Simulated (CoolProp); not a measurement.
Aqueous sodium chloride as a coolant, 13 % by mass, freezing at -9.0 °C, 1 atm.

The numbers come from the Melinder's fits for secondary coolants in CoolProp.

| T (°C) | viscosity (mPa s) | density (kg/m³) | conductivity (W/(m K)) | Prandtl number |
|---|---|---|---|---|
| -6.9 | 2.79 | 1102 | 0.543 | 18.3 |
| -1.7 | 2.34 | 1101 | 0.551 | 15.2 |
| 3.4 | 1.99 | 1099 | 0.559 | 12.8 |
| 8.6 | 1.71 | 1097 | 0.568 | 10.9 |
| 13.8 | 1.49 | 1096 | 0.576 | 9.31 |
| 18.9 | 1.31 | 1094 | 0.584 | 8.10 |
| 24.1 | 1.16 | 1091 | 0.592 | 7.10 |
| 29.3 | 1.04 | 1089 | 0.601 | 6.29 |
| 34.4 | 0.945 | 1087 | 0.609 | 5.64 |
| 39.6 | 0.866 | 1084 | 0.617 | 5.11 |
